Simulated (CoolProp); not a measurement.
R227EA at 320.11 K and 1.45 MPa is throttled through a valve to 0.628 MPa with no heat exchange. Each further row changes one setting.

Model: reference Helmholtz-energy equation of state, Lemmon 2016, in CoolProp.

| case | temperature change (K) | final phase | final density (kg/m³) |
|---|---|---|---|
| as stated | -11.0 | (withheld) | (withheld) |
| outlet pressure 0.188 MPa | -48.0 | two-phase, vapour fraction 0.452 | 33.4 |
| outlet pressure 0.816 MPa | -1.4 | (withheld) | 990 |

Problem. Some entries are withheld; supply them.

Solution. 
- as stated, final phase: two-phase, vapour fraction 0.128
- as stated, final density (kg/m³): 312
- outlet pressure 0.816 MPa, final phase: two-phase, vapour fraction 0.017
